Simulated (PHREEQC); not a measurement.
Consider water at 25 °C with 0.0034 mol Cu(BF4)2, 0.0049 mol HNO3 and 0.049 mol NaCl per kg of water. Closed to the air; pH follows from the charge balance.

Equilibrium calculation in PHREEQC: ion-association model, wateq4f.dat.

Precipitation was switched off in this run.

**Question.** What pH, ionic strength does the model give?

**Answer.** pH 2.40; ionic strength 0.0635 mol/kgw.

**Question.** In which forms is B present?

**Answer.** BF4- 75 %, H3BO3 17 %, BF3OH- 6.3 %, BF2(OH)2- 2.0 % of the B.

Real BF4- forms and hydrolyses slowly; the run takes it at equilibrium.
